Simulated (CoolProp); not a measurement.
Properties of R245fa along the isotherm 440 K.

Values from CoolProp's reference Helmholtz-energy equation of state, Akasaka 2015.

```tsv
p (bar)	phase	cv (kJ/(kg K))	conductivity (mW/(m K))
10.1	gas	1.064	?
20.3	gas	1.095	30.3
30.4	gas	?	33.1
40.6	supercritical	1.217	?
50.7	supercritical	?	53.0
60.8	supercritical	1.176	55.8
71	supercritical	?	?
81.1	supercritical	?	59.9
91.3	supercritical	1.152	61.6
```

Complete the blanks.


- 10.1, conductivity (mW/(m K)): 29.3
- 30.4, cv (kJ/(kg K)): 1.141
- 40.6, conductivity (mW/(m K)): 42.0
- 50.7, cv (kJ/(kg K)): 1.204
- 71, cv (kJ/(kg K)): 1.164
- 71, conductivity (mW/(m K)): 58.1
- 81.1, cv (kJ/(kg K)): 1.157

Thermal conductivity comes from a separate model (Huber 2003), an estimate that may be off by 10 % or more.
